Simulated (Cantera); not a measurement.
Feed: 1 mol HI, 1.3 mol O2, held at 873.15 K and 133 Pa.

Cantera equilibrium calculation (NASA polynomials, part measured and part estimated; ideal gas, pure solids and liquids). Candidate condensed phases: H2O, I2; 12 gas species. Equilibrium is a limit: real reactors are often held back by kinetics, nucleation or transport.

Base state: O2 0.473, H2O 0.225, I 0.153, I2 0.149 (mole fractions); condensed: gas only.

Question: What changes in the equilibrium state with this change: pressure from 133 Pa to 101000 Pa?

Answer: 
| species | before | after |
|---|---|---|
| O2 | 0.473 | 0.510 |
| H2O | 0.225 | 0.243 |
| I2 | 0.149 | 0.240 |
| I | 0.153 | 0.00705 |
